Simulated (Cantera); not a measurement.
Feed: 1 mol Si, 0.025 mol O₂, 270 mol N₂, at 923.15 K and 100 Torr.

Equilibrium computed with Cantera from the NASA thermochemical tables; the gas is ideal and each condensed phase is pure. Candidate condensed phases: Si, SiO₂, Si₂N₂O, Si₃N₄; 16 gas species. N₂ is the only nitrogen source here; it is nearly inert below about 1500 K, so the nitride shown seldom forms there in practice. Kinetics and transport are ignored.

Problem. What is the equilibrium state?

Solution. 
```json
{
  "x(N₂)": "1.00",
  "n(Si₂N₂O(s))": "0.0500 mol",
  "n(Si₃N₄(s))": "0.300 mol",
  "gas_amount": "269.4 mol",
  "log10 activity of Si(s) (absent)": "-7.69"
}
```
